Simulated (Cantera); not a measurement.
## Hydrocarbon pyrolysis for carbon deposition

An isothermal, constant-pressure homogeneous reactor starts with C2H6 : N2 = 1 : 190 (molar parts), at 1975 K and 150000 Pa.

Cantera simulation using GRI-Mech 3.0 (53 species, 325 reactions); the numbers are that mechanism's predictions, not measurements. GRI-Mech 3.0 stops at C3 and has no aromatics, soot or wall deposition, so with more carbon than oxygen in the feed, carbon stays in small species such as C2H2 where larger ones or solid carbon would form.

```csv
t (s),x C2H6,x H2,x C2H2,x CH2,x CH3,x C2H4
7.00e-6,0.000921,0.00188,0.000334,5.10e-5,0.00400,0.00158
2.54e-5,2.62e-5,0.00652,0.00298,2.57e-5,0.00106,0.00113
9.21e-5,2.23e-6,0.00860,0.00440,5.87e-6,0.000312,0.000187
0.000334,4.79e-7,0.00920,0.00473,1.73e-6,0.000141,2.26e-5
0.00121,1.60e-7,0.00962,0.00488,9.53e-7,8.10e-5,6.82e-6
0.00439,2.77e-8,0.0100,0.00502,4.34e-7,3.39e-5,1.64e-6
0.0159,2.05e-9,0.0102,0.00508,1.25e-7,9.23e-6,6.79e-7
0.0578,5.84e-11,0.0103,0.00509,2.14e-8,1.55e-6,6.08e-7
0.210,1.84e-12,0.0103,0.00509,3.01e-9,2.13e-7,6.07e-7
0.760,1.27e-12,0.0103,0.00509,2.08e-9,1.47e-7,6.07e-7
2.76,1.23e-12,0.0103,0.00509,1.99e-9,1.41e-7,6.06e-7
10.0,1.30e-12,0.0103,0.00507,2.14e-9,1.52e-7,6.04e-7
```
x: mole fraction; the columns are a selection and need not sum to one.

Equilibrium at this temperature and pressure: C2H6 <1e-12, H2 0.0103, C2H2 0.000219, CH2 1.27e-9, CH3 9.01e-8, C2H4 2.61e-8 (gas phase only).
